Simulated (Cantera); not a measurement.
## Gas activation for diamond growth

An isothermal, constant-pressure homogeneous reactor starts with CH4 : H2 = 0.047 : 0.21 (molar parts), at 2075 K and 0.0132 atm.

Computed with Cantera and GRI-Mech 3.0 (53 species, 325 reactions). GRI-Mech 3.0 stops at C3 and has no aromatics, soot or wall deposition, so with more carbon than oxygen in the feed, carbon stays in small species such as C2H2 where larger ones or solid carbon would form. Radical loss at walls, strong at low pressure, is not modelled.

```tsv
t (s)	x CH4	x H2	x C2H4	x C2H6	x H	x CH2
8.00e-5	0.182	0.817	5.13e-7	9.27e-8	0.000168	1.05e-7
0.000180	0.181	0.817	7.16e-6	8.16e-7	0.000360	6.24e-7
0.000404	0.179	0.817	8.28e-5	5.01e-6	0.000796	3.09e-6
0.000909	0.172	0.817	0.000739	2.27e-5	0.00181	1.27e-5
0.00204	0.147	0.826	0.00300	5.82e-5	0.00397	3.74e-5
0.00460	0.0907	0.858	0.00208	3.79e-5	0.00599	4.82e-5
0.0103	0.0418	0.888	0.000544	9.57e-6	0.00702	3.72e-5
0.0232	0.0150	0.904	0.000103	1.52e-6	0.00851	2.50e-5
0.0522	0.00401	0.909	1.75e-5	1.43e-7	0.0111	1.38e-5
0.117	0.000859	0.908	6.25e-6	8.64e-9	0.0149	5.87e-6
0.264	0.000184	0.904	4.62e-6	4.89e-10	0.0191	2.12e-6
0.594	5.40e-5	0.902	4.17e-6	4.92e-11	0.0216	8.12e-7
1.33	3.25e-5	0.901	4.11e-6	1.97e-11	0.0221	5.12e-7
3.00	3.11e-5	0.901	4.11e-6	1.83e-11	0.0221	4.91e-7
```
x: mole fraction; the columns are a selection and need not sum to one.

Equilibrium at this temperature and pressure: CH4 3.12e-5, H2 0.901, C2H4 4.11e-6, C2H6 1.84e-11, H 0.0221, CH2 4.93e-7 (gas phase only).
